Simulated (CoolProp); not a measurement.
Octamethyltrisiloxane (MDM) along the isotherm 575 K: fugacity coefficient from the reference equation and from simpler models built on Tc = 565.4 K, pc = 1438 kPa, ω = 0.528; each cubic takes its own stable root.

Model: reference Helmholtz-energy equation of state, Thol 2017, in CoolProp.

| p (kPa) | phase | reference |
|---|---|---|
| 6.82 | gas | 0.9985 |
| 11.5 | gas | 0.9975 |
| 19.4 | gas | 0.9958 |
| 32.8 | gas | 0.9929 |
| 55.3 | gas | 0.9880 |
| 93.3 | gas | 0.9798 |
| 158 | gas | 0.9658 |
| 266 | gas | 0.9426 |
| 449 | gas | 0.9034 |
| 757 | gas | 0.8377 |
| 1280 | gas | 0.7245 |
| 2160 | supercritical | 0.5206 |

Problem. How far does each simpler model (van der Waals, Redlich-Kwong) lie from the reference over these 12 states: mean and median of the absolute difference, and the worst?

Solution. 
- van der Waals: mean 1.0 %, median 0.2 %, worst +5.3 % at 575 K and 2160 kPa
- Redlich-Kwong: mean 0.2 %, median 0.1 %, worst -0.5 % at 575 K and 757 kPa
